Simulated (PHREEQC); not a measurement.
0.035 g of hydrous ferric oxide (600 m²/g; 0.2 weak and 0.005 strong sites per Fe, Dzombak-Morel constants, diffuse double layer) in 1 kg of water with 0.01 mol/kgw of an inert sodium salt and 0.003 mmol/kgw CaCl2, at 25 °C; the pH is set by adding NaOH or the inert anion's acid. Oxygen is held at 0.21 atm. CO2 from the air is kept out. Nothing may precipitate in this run.

Base run: PHREEQC, ion-association model, wateq4f.dat. Each further column changes one thing. The table gives surface charge σ (C/m²).

```tsv
pH	base	background salt from 0.01 to 0.001 mol/kgw	oxide from 0.035 to 0.18 g/kgw
3	0.324	0.252	0.325
4.33	0.178	0.090	0.179
5	0.113	0.050	0.113
5.67	0.066	0.026	0.066
7	0.017	0.006	0.017
8.33	-0.003	-0.001	-0.003
9	-0.012	-0.004	-0.012
9.67	-0.026	-0.009	-0.028
11	-0.091	-0.049	-0.098
```

The oxide is taken as insoluble; below pH 4 it would dissolve.
